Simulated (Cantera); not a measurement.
A freely propagating, adiabatic, planar premixed flame of H2 : O2 : N2 = 1 : 0.595 : 2.24 (molar parts), equivalence ratio 0.84, unburnt at 498 K and 1.01 bar; multicomponent+Soret transport, grid criteria slope 0.08 and curve 0.16, no radiation.

Model: the H2/O2 subset of GRI-Mech 3.0, which has no nitrogen chemistry, integrated in Cantera. Burning velocities carry a grid error of a few per cent, more on coarse grids.

x: mole fraction of selected species; z is measured from the peak of heat release.

```
z (mm)       T (K)  u (m/s)    x H2    x O2     x HO2     x H2O      x H       x O
------  ----------  -------  ------  ------  --------  --------  -------  --------
-1.22          498     4.11   0.261   0.155     <1e-8     <1e-8    <1e-8     <1e-8
-0.812         498     4.11   0.261   0.155     <1e-8     <1e-8    <1e-8     <1e-8
-0.609         498     4.11   0.261   0.155     <1e-8   2.14e-8    <1e-8     <1e-8
-0.406         498     4.11   0.260   0.155   4.69e-7   1.25e-6    <1e-8     <1e-8
-0.203         516     4.16   0.243   0.158  0.000206  0.000814  3.29e-5   4.29e-6
-0.102  (withheld)     5.90   0.199   0.154  0.000257    0.0231  0.00339  0.000263
0       (withheld)     9.15   0.115   0.115  0.000105     0.106   0.0229   0.00463
0.102   (withheld)     11.4  0.0485  0.0648   4.97e-5     0.192   0.0368    0.0111
0.203   (withheld)     12.6  0.0318  0.0482   3.17e-5     0.220   0.0341    0.0125
0.406         1833     13.7  0.0272  0.0420   2.15e-5     0.234   0.0248    0.0109
0.812         1992     14.7  0.0230  0.0380   1.41e-5     0.247   0.0154   0.00809
1.62          2129     15.6  0.0173  0.0347   8.79e-6     0.260  0.00832   0.00535
3.25          2236     16.2  0.0114  0.0322   5.50e-6     0.272  0.00381   0.00314
```

**Question.** What belongs in the gaps?

**Answer.** 
- -0.102, T (K): 757
- 0, T (K): 1202
- 0.102, T (K): 1513
- 0.203, T (K): 1670
